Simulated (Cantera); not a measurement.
**Hydrocarbon pyrolysis for carbon deposition**

An isothermal, constant-pressure homogeneous reactor starts with 0.826 % CH4, 99.2 % N2, at 1475 K and 760 Torr.

Cantera simulation using GRI-Mech 3.0 (53 species, 325 reactions); the numbers are that mechanism's predictions, not measurements. GRI-Mech 3.0 stops at C3 and has no aromatics, soot or wall deposition, so with more carbon than oxygen in the feed, carbon stays in small species such as C2H2 where larger ones or solid carbon would form.

```csv
t (s),x CH4,x C2H2,x H2,x CH2,x CH3,x C2H,x H
3.00e-5,0.00826,<1e-12,3.09e-8,<1e-12,7.04e-8,<1e-12,8.58e-9
9.49e-5,0.00826,<1e-12,1.16e-7,<1e-12,2.41e-7,<1e-12,8.67e-9
0.000300,0.00826,<1e-12,3.86e-7,3.88e-12,7.78e-7,<1e-12,8.69e-9
0.000949,0.00826,9.95e-12,1.25e-6,3.11e-11,2.42e-6,<1e-12,8.92e-9
0.00300,0.00826,9.53e-10,4.24e-6,2.09e-10,6.53e-6,<1e-12,1.06e-8
0.00949,0.00823,6.27e-8,1.74e-5,8.17e-10,1.32e-5,<1e-12,1.77e-8
0.0300,0.00813,2.99e-6,9.98e-5,2.52e-9,2.37e-5,2.37e-12,4.95e-8
0.0949,0.00764,9.27e-5,0.000658,4.15e-9,2.98e-5,4.17e-11,1.84e-7
0.300,0.00653,0.000690,0.00239,2.40e-9,2.05e-5,1.88e-10,4.05e-7
0.949,0.00484,0.00163,0.00501,1.31e-9,1.28e-5,3.54e-10,6.75e-7
3.00,0.00281,0.00268,0.00808,6.46e-10,6.81e-6,5.22e-10,9.79e-7
9.49,0.00121,0.00348,0.0105,2.67e-10,2.86e-6,6.57e-10,1.23e-6
30.0,0.000426,0.00387,0.0116,9.43e-11,1.01e-6,7.29e-10,1.36e-6
```
x: mole fraction; the columns are a selection and need not sum to one.

Equilibrium at this temperature and pressure: CH4 2.45e-5, C2H2 0.000256, H2 0.0123, CH2 5.45e-12, CH3 5.79e-8, C2H 4.82e-11, H 1.44e-6 (gas phase only).
